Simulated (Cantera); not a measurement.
An adiabatic, constant-volume homogeneous reactor starts with H2 : O2 : N2 : H2O = 1 : 0.333 : 1.25 : 0.09 (molar parts), equivalence ratio 1.5, at 1100 K and 240000 Pa. Integrator tolerance rtol = 1e-08.

Model: the H2/O2 subset of GRI-Mech 3.0, which has no nitrogen chemistry, integrated in Cantera. The hydrogen kinetics of GRI-Mech 3.0 are dated; newer H2 mechanisms differ, most at raised pressure.

What does this change do: initial temperature 1100 to 1225 K?


```tsv
quantity	before	after
time of steepest temperature rise	0.128 ms	21.3 µs
temperature at 0.300 s	2949 K	2988 K
equilibrium temperature	2949 K	2988 K
x(H2) at 0.300 s	0.140 (gas-phase equilibrium 0.140)	0.140 (gas-phase equilibrium 0.140)
x(O2) at 0.300 s	0.00113 (gas-phase equilibrium 0.00113)	0.00155 (gas-phase equilibrium 0.00155)
x(H2O) at 0.300 s	0.299 (gas-phase equilibrium 0.299)	0.293 (gas-phase equilibrium 0.293)
x(H) at 0.300 s	0.0211 (gas-phase equilibrium 0.0211)	0.0250 (gas-phase equilibrium 0.0250)
x(O) at 0.300 s	0.00134 (gas-phase equilibrium 0.00134)	0.00188 (gas-phase equilibrium 0.00188)
```
